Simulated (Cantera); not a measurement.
Stirred combustor or abatement burner

A perfectly stirred reactor is fed with 6.74 % CH₄, 5.39 % CO, 18.4 % O₂, 69.5 % N₂, at 10.0 bar; it is adiabatic with a 625 K inlet, and is followed from long to short residence time, starting on the burning branch (τ in s: 0.04, 0.016, 0.0065, 0.0026, 0.001, 0.00042, 0.00017, 6.7e-05, 2.7e-05).

Detailed kinetics in Cantera: GRI-Mech 3.0 (53 species, 325 reactions).

```json
[
 {"τ (s)": "0.040", "T (K)": "2382", "x CH₄": "6.77e-7", "x CO": "0.00497", "x O₂": "0.0225", "x NO": "0.00428", "x O": "0.000382", "x C₂H₂": "1.50e-11"},
 {"τ (s)": "0.016", "T (K)": "2383", "x CH₄": "1.65e-6", "x CO": "0.00511", "x O₂": "0.0231", "x NO": "0.00320", "x O": "0.000398", "x C₂H₂": "8.40e-11"},
 {"τ (s)": "0.0065", "T (K)": "2382", "x CH₄": "3.89e-6", "x CO": "0.00546", "x O₂": "0.0238", "x NO": "0.00206", "x O": "0.000425", "x C₂H₂": "4.41e-10"},
 {"τ (s)": "0.0026", "T (K)": "2376", "x CH₄": "9.09e-6", "x CO": "0.00624", "x O₂": "0.0247", "x NO": "0.00117", "x O": "0.000475", "x C₂H₂": "2.16e-9"},
 {"τ (s)": "0.0010", "T (K)": "2361", "x CH₄": "2.10e-5", "x CO": "0.00796", "x O₂": "0.0258", "x NO": "0.000628", "x O": "0.000582", "x C₂H₂": "9.32e-9"},
 {"τ (s)": "0.00042", "T (K)": "2335", "x CH₄": "4.24e-5", "x CO": "0.0108", "x O₂": "0.0275", "x NO": "0.000374", "x O": "0.000774", "x C₂H₂": "2.76e-8"},
 {"τ (s)": "0.00017", "T (K)": "2290", "x CH₄": "8.55e-5", "x CO": "0.0155", "x O₂": "0.0300", "x NO": "0.000227", "x O": "0.00112", "x C₂H₂": "6.95e-8"},
 {"τ (s)": "6.7e-5", "T (K)": "2222", "x CH₄": "0.000179", "x CO": "0.0224", "x O₂": "0.0339", "x NO": "0.000136", "x O": "0.00165", "x C₂H₂": "1.65e-7"},
 {"τ (s)": "2.7e-5", "T (K)": "2129", "x CH₄": "0.000406", "x CO": "0.0322", "x O₂": "0.0398", "x NO": "7.65e-5", "x O": "0.00220", "x C₂H₂": "4.29e-7"}
]
```
x: mole fraction; the columns are a selection and need not sum to one.
